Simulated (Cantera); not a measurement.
A Cantera script and what it prints.

```python
import numpy as np
import cantera as ct

gas_names = [...]  # 77 gases of nasa_gas.yaml made of C, H, Ti
cond_names = """
    C(gr) C6H6(L) C7H8(L) C8H18(L),n-octa Ti(a) Ti(b) Ti(L) TiC(s) TiC(L)
""".split()


# ... load() reads the species with a 1 bar reference pressure and builds the phases ...
atoms = {
    'Ti': {'Ti': 1},
    'CH4': {'C': 1, 'H': 4},
    'H2': {'H': 2},
}
top_T = {'C(gr)': 4500}  # K; cautious upper limits of use, not melting points


# ... equilibrate(T, P, feed) seeds the gas with the atoms and calls Mixture.equilibrate('TP', solver="vcs", rtol=1e-11, max_steps=5000) ...
results = []
feed = {'Ti': 1, 'CH4': 0.13, 'H2': 8.6}  # mol
P = 230  # Pa
for T in [1050, 1150, 1250, 1350, 1450, 1550, 1650, 1750, 1850, 1950, 2050]:
    mix = equilibrate(T, P, feed)
    results.append((T, P, feed, dict(zip(mix.species_names, mix.species_moles))))

top = {s: max(r[3][s] / sum(r[3][g] for g in gas_names) for r in results) for s in gas_names}
cols = sorted((s for s in top if top[s] > 1e-05), key=lambda s: -top[s])[:7]
seen = [c for c in cond_names if any(r[3].get(c, 0) > 1e-12 for r in results)]
print("log10 of partial pressures in bar; condensed amounts in mol")
print(f"{'T/K':>10s}" + "".join(f"{s[:9]:>10s}" for s in cols + seen))
for T, P, feed, n in results:
    ng = sum(n[g] for g in gas_names)
    print(f"{T:10.4g}" + "".join(f"{np.log10(max(n[s] / ng * P / 1e5, 1e-99)):10.3f}" for s in cols)
          + "".join(f"{n.get(c, 0):10.4g}" for c in seen))
```

Output:

```
log10 of partial pressures in bar; condensed amounts in mol
       T/K        H2         H        Ti     Ti(a)     Ti(b)     Ti(L)    TiC(s)
      1050    -2.638    -9.410   -15.880      0.87         0         0      0.13
      1150    -2.638    -8.446   -13.858      0.87         0         0      0.13
      1250    -2.638    -7.635   -12.177         0      0.87         0      0.13
      1350    -2.638    -6.942   -10.749         0      0.87         0      0.13
      1450    -2.638    -6.343    -9.520         0      0.87         0      0.13
      1550    -2.639    -5.821    -8.452         0      0.87         0      0.13
      1650    -2.639    -5.361    -7.516         0    0.8699         0      0.13
      1750    -2.640    -4.954    -6.689         0    0.8692         0      0.13
      1850    -2.643    -4.590    -5.953         0    0.8657         0      0.13
      1950    -2.650    -4.266    -5.296         0         0    0.8503      0.13
      2050    -2.662    -3.975    -4.724         0         0     0.795      0.13
```

Equilibrium computed with Cantera from the NASA thermochemical tables; the gas is ideal and each condensed phase is pure. Mutual solubility and eutectic melting of coexisting phases are not modelled. TiC: taken at fixed stoichiometry. Condensed phases not in the tables: N, O or C dissolved in the metal.
